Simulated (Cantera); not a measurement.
Equilibrium for chemical vapour transport: Fe3O4 + Cl2 + N2

Feed: 1 mol Fe3O4, 0.31 mol Cl2, 6.6 mol N2, held at 6.60 bar.

Method: chemical equilibrium by Gibbs-energy minimisation in Cantera with the NASA 1993 tables (ideal gas, pure condensed phases). Candidate condensed phases: Fe, FeCl2, FeCl3, FeO, Fe2O3, Fe3O4; 19 gas species. Mutual solubility and eutectic melting of coexisting phases are not modelled. Rates play no part.

```csv
T (K),log p N2,log p FeCl2,log p FeCl3,log p Fe2Cl4,log p Cl2,log p O2,log p Cl,log p Fe2Cl6,n FeCl2(l),n Fe2O3(s),n Fe3O4(s)
1075,0.81,-1.18,-1.03,-1.83,-3.78,-8.75,-4.85,-2.25,0.0504,1.02,0.233
1125,0.80,-1.05,-0.95,-1.86,-3.42,-7.72,-4.40,-2.38,0,0.988,0.259
1175,0.80,-0.97,-0.96,-2.00,-3.14,-6.79,-4.01,-2.67,0,0.999,0.251
1225,0.80,-0.92,-0.98,-2.14,-2.90,-5.94,-3.67,-2.95,0,1.01,0.242
1275,0.80,-0.87,-1.00,-2.28,-2.68,-5.15,-3.35,-3.22,0,1.02,0.233
1325,0.80,-0.83,-1.04,-2.42,-2.49,-4.43,-3.05,-3.49,0,1.03,0.226
1375,0.80,-0.80,-1.07,-2.56,-2.31,-3.75,-2.78,-3.75,0,1.04,0.221
1425,0.80,-0.77,-1.11,-2.69,-2.14,-3.13,-2.54,-4.00,0,1.04,0.221
1475,0.80,-0.75,-1.16,-2.83,-2.00,-2.55,-2.31,-4.25,0,1.02,0.231
1525,0.80,-0.74,-1.20,-2.96,-1.86,-2.01,-2.09,-4.49,0,0.970,0.267
```
log p: log10 of the partial pressure in bar; n: condensed amount in mol.

At 1075 K the condensed part is FeCl2(l) + Fe2O3(s) + Fe3O4(s). From 1125 K to 1525 K the condensed part is Fe2O3(s) + Fe3O4(s). The main Fe-bearing gas is FeCl3 at 1075 K and FeCl2 at 1525 K.
